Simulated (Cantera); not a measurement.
An isothermal, constant-pressure homogeneous reactor starts with NH₃ : H₂ = 1 : 0.11 (molar parts), at 1775 K and 44.3 Torr. Integrator tolerance rtol = 1e-08.

Model: the gas-phase N/H chemistry of the illustrative SiF4/NH3 mechanism in the Surface Chemkin manual (1991), integrated in Cantera. Walls and surfaces, which speed up NH3 decomposition in real reactors, are not modelled.

Task: What does this change do: pressure from 44.3 Torr to 300 Torr?

Result: 
```json
[
 {"quantity": "x(NH₃) at 7.00 s", "before": "0.225 (gas-phase equilibrium 5.83e-7)", "after": "0.0265 (gas-phase equilibrium 3.96e-6)"},
 {"quantity": "x(H₂) at 7.00 s", "before": "0.597 (gas-phase equilibrium 0.762)", "after": "0.743 (gas-phase equilibrium 0.763)"},
 {"quantity": "x(NH₂) at 7.00 s", "before": "0.000167 (gas-phase equilibrium 2.12e-9)", "after": "2.79e-5 (gas-phase equilibrium 5.51e-9)"},
 {"quantity": "x(NH) at 7.00 s", "before": "2.29e-6 (gas-phase equilibrium 1.46e-10)", "after": "5.59e-7 (gas-phase equilibrium 1.46e-10)"},
 {"quantity": "x(N₂H₂) at 7.00 s", "before": "4.82e-7 (gas-phase equilibrium <1e-12)", "after": "1.47e-8 (gas-phase equilibrium <1e-12)"},
 {"quantity": "x(N) at 7.00 s", "before": "1.42e-7 (gas-phase equilibrium 4.65e-11)", "after": "5.14e-8 (gas-phase equilibrium 1.79e-11)"}
]
```

Task: What does this change do: temperature 1775 to 1625 K?

Result: 
```csv
quantity,before,after
x(NH₃) at 7.00 s,0.225 (gas-phase equilibrium 5.83e-7),0.697 (gas-phase equilibrium 8.27e-7)
x(H₂) at 7.00 s,0.597 (gas-phase equilibrium 0.762),0.249 (gas-phase equilibrium 0.763)
x(NH₂) at 7.00 s,0.000167 (gas-phase equilibrium 2.12e-9),0.000141 (gas-phase equilibrium 6.70e-10)
x(NH) at 7.00 s,2.29e-6 (gas-phase equilibrium 1.46e-10),7.61e-7 (gas-phase equilibrium 1.57e-11)
x(N₂H₂) at 7.00 s,4.82e-7 (gas-phase equilibrium <1e-12),1.12e-6 (gas-phase equilibrium <1e-12)
x(N) at 7.00 s,1.42e-7 (gas-phase equilibrium 4.65e-11),2.39e-8 (gas-phase equilibrium 2.32e-12)
```

Task: What does this change do: temperature 1775 to 1498 K?

Result: 
```csv
quantity,before,after
x(NH₃) at 7.00 s,0.225 (gas-phase equilibrium 5.83e-7),0.868 (gas-phase equilibrium 1.18e-6)
x(H₂) at 7.00 s,0.597 (gas-phase equilibrium 0.762),0.123 (gas-phase equilibrium 0.763)
x(NH₂) at 7.00 s,0.000167 (gas-phase equilibrium 2.12e-9),6.21e-5 (gas-phase equilibrium 2.11e-10)
x(NH) at 7.00 s,2.29e-6 (gas-phase equilibrium 1.46e-10),1.77e-7 (gas-phase equilibrium 1.67e-12)
x(N₂H₂) at 7.00 s,4.82e-7 (gas-phase equilibrium <1e-12),7.44e-7 (gas-phase equilibrium <1e-12)
x(N) at 7.00 s,1.42e-7 (gas-phase equilibrium 4.65e-11),3.71e-9 (gas-phase equilibrium <1e-12)
```
